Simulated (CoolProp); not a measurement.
Vapour-liquid equilibrium of R125 (1) + fluoroethane (R161) (2) at 16.8 bar; x and y are mole fractions of (1).

Computed with CoolProp (multi-fluid Helmholtz-energy mixture model, Lemmon 2005 and Wu 2012; pair parameters Bell 2016).

Task: Give the bubble temperature and the first vapour's composition at x = 0.65, 0.8, 0.95. Is there an azeotrope?

Result: x = 0.65: 310.1 K, y = 0.712; x = 0.8: 307.9 K, y = 0.835; x = 0.95: 306.3 K, y = 0.957. No azeotrope shows between x = 0.05 and 0.95.

The pair parameters rest on a limited set of measurements; away from them the model extrapolates. The gap from Raoult's law changes sign with composition, which may be real or a fault of the pair parameters; it wasn't checked against measurements.
